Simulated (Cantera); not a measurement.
An isothermal, constant-pressure homogeneous reactor starts with 16.7 % CH4, 83.3 % CO2, at 1475 K and 101000 Pa.

Detailed kinetics in Cantera: GRI-Mech 3.0 (53 species, 325 reactions).

x: mole fraction; the columns are a selection and need not sum to one.

| t (s) | x CH4 | x CO2 | x C2H2 | x CO | x C2H6 |
|---|---|---|---|---|---|
| 2.00e-6 | 0.167 | 0.833 | <1e-12 | 4.33e-9 | <1e-12 |
| 5.80e-6 | 0.167 | 0.833 | <1e-12 | 1.41e-8 | 1.58e-11 |
| 1.68e-5 | 0.167 | 0.833 | <1e-12 | 4.24e-8 | 4.06e-10 |
| 4.89e-5 | 0.167 | 0.833 | <1e-12 | 1.25e-7 | ___ |
| 0.000142 | 0.167 | 0.833 | 1.11e-11 | 3.67e-7 | ___ |
| 0.000411 | 0.167 | 0.833 | 8.47e-10 | 1.14e-6 | ___ |
| 0.00119 | 0.167 | 0.833 | 3.66e-8 | 3.98e-6 | ___ |
| 0.00346 | 0.166 | 0.833 | 8.84e-7 | 1.54e-5 | ___ |
| 0.0101 | 0.165 | 0.833 | 2.14e-5 | 8.11e-5 | ___ |
| 0.0292 | 0.161 | 0.831 | 0.000451 | 0.000599 | ___ |
| 0.0846 | 0.151 | 0.820 | 0.00414 | 0.00433 | ___ |
| 0.246 | 0.127 | 0.783 | 0.0148 | 0.0236 | ___ |
| 0.713 | 0.0825 | 0.690 | 0.0333 | 0.0853 | ___ |
| 2.07 | 0.0293 | 0.556 | 0.0494 | 0.184 | ___ |
| 6.00 | 0.0121 | 0.454 | 0.0325 | 0.286 | ___ |

Complete the blanks.


- 4.89e-5, x C2H6: 1.00e-8
- 0.000142, x C2H6: 2.35e-7
- 0.000411, x C2H6: 4.29e-6
- 0.00119, x C2H6: 3.49e-5
- 0.00346, x C2H6: 0.000134
- 0.0101, x C2H6: 0.000366
- 0.0292, x C2H6: 0.000590
- 0.0846, x C2H6: 0.000447
- 0.246, x C2H6: 0.000277
- 0.713, x C2H6: 0.000161
- 2.07, x C2H6: 4.15e-5
- 6.00, x C2H6: 7.15e-6
